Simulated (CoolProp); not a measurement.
Dimethyl carbonate at several states: Z from the reference equation and from simpler models built on Tc = 557.0 K, pc = 4.909 MPa, ω = 0.346; each cubic takes its own stable root.

Computed with CoolProp (reference Helmholtz-energy equation of state, Zhou 2011).

```json
[
 {"T (K)": "321", "p (MPa)": "0.0608", "phase": "liquid", "reference": "(withheld)", "van der Waals": "(withheld)", "Redlich-Kwong": "0.9805", "Soave-Redlich-Kwong": "(withheld)", "Peng-Robinson": "0.001982"},
 {"T (K)": "396", "p (MPa)": "8.38", "phase": "liquid", "reference": "(withheld)", "van der Waals": "0.4020", "Redlich-Kwong": "(withheld)", "Soave-Redlich-Kwong": "0.2709", "Peng-Robinson": "(withheld)"},
 {"T (K)": "367.8", "p (MPa)": "1.79", "phase": "liquid", "reference": "0.05435", "van der Waals": "0.09291", "Redlich-Kwong": "0.06376", "Soave-Redlich-Kwong": "0.06075", "Peng-Robinson": "0.05378"}
]
```

Q: Fill in the missing entries.

A: 
- 321, reference: 0.001987
- 321, van der Waals: 0.9868
- 321, Soave-Redlich-Kwong: 0.002234
- 396, reference: 0.2436
- 396, Redlich-Kwong: 0.2832
- 396, Peng-Robinson: 0.2401

At some of these states van der Waals, Redlich-Kwong gives the other phase, because its saturation line lies elsewhere.
